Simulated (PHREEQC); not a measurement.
## Brackish or sea water: speciation

Model water analysis in mg/kgw, 25 °C, pH 7.17, pe 0.4:

```tsv
constituent	mg/kgw
Na	2740
K	325
Ca	2.76
Mg	132
Cl	4420
S(6) as SO4	553
Alkalinity as HCO3	0.171
Fe(2)	5.23
Mn(2)	3.04
```

Valence states are taken as typed.

Model: ion-association model, phreeqc.dat, run in PHREEQC.

This is a speciation only: nothing precipitates in the calculation.

Q: Estimate the specific conductance, charge-balance error, density.

A: specific conductance 13800 µS/cm; charge-balance error 1.0 %; density 1.003 g/cm³.

Q: In which forms is S present?

A: SO4-2 74 %, NaSO4- 14 %, MgSO4 9.9 %, KSO4- 1.4 % of the S.

Complexes and solids missing from the database can't appear.
